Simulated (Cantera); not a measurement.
Input: 1 mol SiH₄, 0.0094 mol Cl₂, 22 mol H₂, equilibrated at 1675 K and 0.0100 bar.

Equilibrium computed with Cantera from the NASA thermochemical tables; the gas is ideal and each condensed phase is pure. Candidate condensed phases: Si; 19 gas species. Gases not in the tables: Si₂H₆ and higher silanes. The numbers say what is thermodynamically allowed, not how fast it happens.

Base state: H₂ 0.998, H 0.00116, HCl 0.000777, Si 4.34e-5, SiH₂ 1.12e-5 (mole fractions); condensed: Si(s).

What changes in the equilibrium state with this change: Cl₂ from 0.0094 to 0.021 mol?


```csv
species,before,after
H₂,0.998,0.997
HCl,0.000777,0.00172
H,0.00116,0.00116
SiCl₂,2.18e-6,1.07e-5
Si,4.34e-5,4.34e-5
SiH₂,1.12e-5,1.12e-5
"Si(s), mol",0.998,0.998
```

What changes in the equilibrium state with this change: pressure from 0.0100 bar to 1.00 bar?


| species | before | after |
|---|---|---|
| H₂ | 0.998 | 0.999 |
| HCl | 0.000777 | 0.000778 |
| H | 0.00116 | 0.000116 |
| Si | 4.34e-5 | 4.34e-7 |
| SiH₂ | 1.12e-5 | 1.12e-5 |
| Si(s), mol | 0.998 | 1.000 |
